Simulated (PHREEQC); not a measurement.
# Alkaline etch or developer (model solution)

Solution (25 °C): 0.034 mol CsOH and 0.0005 mol H4SiO4 per kg of water. Closed to the air; pH follows from the charge balance.

Model: ion-association model, wateq4f.dat, run in PHREEQC.

No solid was allowed to form.

Problem. Estimate the pH.

Solution. pH 12.45.

Problem. In which forms is Si present?

Solution. H3SiO4- 76 %, H2SiO4-2 23 % of the Si.
